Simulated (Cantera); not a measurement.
Cantera run:

```python
import numpy as np
import cantera as ct

gas_names = """
    Fe FeO Fe(OH)2 H HO2 H2 H2O H2O2 O OH O2 O3
""".split()
cond_names = """
    Fe(a) Fe(c) Fe(d) Fe(L) FeO(s) FeO(L) Fe(OH)2(s) Fe(OH)3(s) Fe2O3(s) Fe3O4(s) H2O(s) H2O(L)
""".split()


# ... load() reads the species with a 1 bar reference pressure and builds the phases ...
atoms = {
    'Fe3O4': {'Fe': 3, 'O': 4},
    'H2': {'H': 2},
    'H2O': {'H': 2, 'O': 1},
}
top_T = {'Fe2O3(s)': 1830, 'Fe3O4(s)': 1870}  # K; cautious upper limits of use, not melting points


# ... equilibrate(T, P, feed) seeds the gas with the atoms and calls Mixture.equilibrate('TP', solver="vcs", rtol=1e-11, max_steps=5000) ...
results = []
feed = {'Fe3O4': 1, 'H2': 1300, 'H2O': 0.75}  # mol
T = 675  # K
P = 420  # Pa
mix = equilibrate(T, P, feed)
results.append((T, P, feed, dict(zip(mix.species_names, mix.species_moles))))
x = sorted(zip(gas.X, gas.species_names), reverse=True)
print(f"T = {T:g} K  P = {P:g} Pa  gas = {mix.phase_moles(0):.4g} mol")
print("   x: " + "  ".join(f"{s} {v:.3e}" for v, s in x if v > 1e-05))
print("   condensed (mol): " + ("  ".join(f"{mix.phase(i).name} {mix.phase_moles(i):.4g}"
      for i in range(1, mix.n_phases) if mix.phase_moles(i) > 1e-12) or "none"))
```

Output:

```
T = 675 K  P = 420 Pa  gas = 1301 mol
   x: H2 9.963e-01  H2O 3.652e-03
   condensed (mol): Fe(a) 3
```

Method: chemical equilibrium by Gibbs-energy minimisation in Cantera with the NASA 1993 tables (ideal gas, pure condensed phases).
